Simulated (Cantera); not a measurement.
Cantera run:

```python
import numpy as np
import cantera as ct

gas_names = """
    CL CL2 H HCL H2 N NH NH2 NH3 N2 N2H2 N2H4 Si SiCL SiCL2 SiCL3 SiCL4 SiH SiHCL3 SiH2 SiH2CL2 SiH3
    SiH3CL SiH4 SiN Si2 Si2N Si3
""".split()
cond_names = """
    NH4CL(a) NH4CL(b) Si(cr) Si(L) Si3N4(a)
""".split()


# ... load() reads the species with a 1 bar reference pressure and builds the phases ...
atoms = {
    'SiHCl3': {'Si': 1, 'H': 1, 'CL': 3},
    'N2': {'N': 2},
}
top_T = {'Si3N4(a)': 2400}  # K; cautious upper limits of use, not melting points


# ... equilibrate(T, P, feed) seeds the gas with the atoms and calls Mixture.equilibrate('TP', solver="vcs", rtol=1e-11, max_steps=5000) ...
results = []
feed = {'SiHCl3': 1, 'N2': 63}  # mol
P = 780  # Pa
for T in [1000, 1050, 1100, 1150, 1200, 1250, 1300, 1350, 1400]:
    mix = equilibrate(T, P, feed)
    results.append((T, P, feed, dict(zip(mix.species_names, mix.species_moles))))

top = {s: max(r[3][s] / sum(r[3][g] for g in gas_names) for r in results) for s in gas_names}
cols = sorted((s for s in top if top[s] > 0.001), key=lambda s: -top[s])[:5]
seen = [c for c in cond_names if any(r[3].get(c, 0) > 1e-12 for r in results)]
print("log10 of partial pressures in bar; condensed amounts in mol")
print(f"{'T/K':>10s}" + "".join(f"{s[:9]:>10s}" for s in cols + seen))
for T, P, feed, n in results:
    ng = sum(n[g] for g in gas_names)
    print(f"{T:10.4g}" + "".join(f"{np.log10(max(n[s] / ng * P / 1e5, 1e-99)):10.3f}" for s in cols)
          + "".join(f"{n.get(c, 0):10.4g}" for c in seen))
```

Result:

```
log10 of partial pressures in bar; condensed amounts in mol
       T/K        N2       HCL     SiCL2     SiCL4     SiCL3  Si3N4(a)
      1000    -2.118    -3.948    -8.095    -4.201    -6.840    0.1604
      1050    -2.118    -3.946    -7.395    -4.204    -6.429    0.1607
      1100    -2.118    -3.944    -6.761    -4.208    -6.056    0.1605
      1150    -2.118    -3.942    -6.186    -4.216    -5.721    0.1595
      1200    -2.118    -3.941    -5.664    -4.233    -5.420    0.1563
      1250    -2.118    -3.941    -5.196    -4.268    -5.159    0.1485
      1300    -2.119    -3.942    -4.784    -4.341    -4.949    0.1316
      1350    -2.119    -3.946    -4.442    -4.485    -4.813    0.1011
      1400    -2.120    -3.954    -4.190    -4.747    -4.782   0.05958
```

These are equilibrium values from Cantera (NASA tables, ideal gas, pure condensed phases), not measurements of a reactor. N2 is the only nitrogen source here; it is nearly inert below about 1500 K, so the nitride shown seldom forms there in practice. The tables' values for SiCl3 are old estimates; treat these amounts as uncertain.
